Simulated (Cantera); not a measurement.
A freely propagating, adiabatic, planar premixed flame of H2 : O2 : N2 = 1 : 0.263 : 0.989 (molar parts), unburnt at 675 K and 1000000 Pa; mixture-averaged transport, grid criteria slope 0.08 and curve 0.16, no radiation.

Cantera simulation using the H2/O2 subset of GRI-Mech 3.0, which has no nitrogen chemistry; the numbers are that mechanism's predictions, not measurements. The hydrogen kinetics of GRI-Mech 3.0 are dated; newer H2 mechanisms differ, most at raised pressure. Burning velocities carry a grid error of a few per cent, more on coarse grids.

Q: How do the results move with these cheaper or finer settings: unity-Lewis-number transport; multicomponent transport; multicomponent+Soret transport; grid criteria slope 0.5, curve 1; grid criteria slope 0.25, curve 0.5; grid criteria slope 0.03, curve 0.06?

A: 
```
setting                               laminar burning velocity  thermal thickness  peak x(O)  peak x(H)  grid points
------------------------------------  ------------------------  -----------------  ---------  ---------  -----------
as above                                             1080 cm/s          0.0251 mm    0.00246     0.0484          109
unity-Lewis-number transport                          687 cm/s          0.0241 mm    0.00183     0.0502          102
multicomponent transport                             1060 cm/s          0.0252 mm    0.00241     0.0483          109
multicomponent+Soret transport                       1030 cm/s          0.0246 mm    0.00244     0.0477          109
grid criteria slope 0.5, curve 1                     1180 cm/s          0.0336 mm    0.00229     0.0510           37
grid criteria slope 0.25, curve 0.5                  1120 cm/s          0.0280 mm    0.00235     0.0484           49
grid criteria slope 0.03, curve 0.06                 1070 cm/s          0.0243 mm    0.00248     0.0480          253
```
Unity Lewis numbers drop preferential diffusion, which matters most where H2 and H carry the flame; Soret adds thermal diffusion.
